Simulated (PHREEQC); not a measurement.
1 kg of water holding 0.0093 mol Na2CO3, 0.27 mol NaCl, 0.012 mol NaOH and 0.13 mol Na2SO4 is evaporated at 25 °C; the solids stay in contact with the brine. The system is closed to CO2. Only these solids could form: Burkeite, Halite, Mirabilite, Nahcolite, Natron, Thenardite, Trona.

The numbers come from PHREEQC with the Pitzer model, pitzer.dat.

Q: Predict ionic strength at water left (kg) = 0.1407, 0.006094.

A: 
```tsv
water left (kg)	ionic strength
0.1407	4.98
0.006094	8.74
```
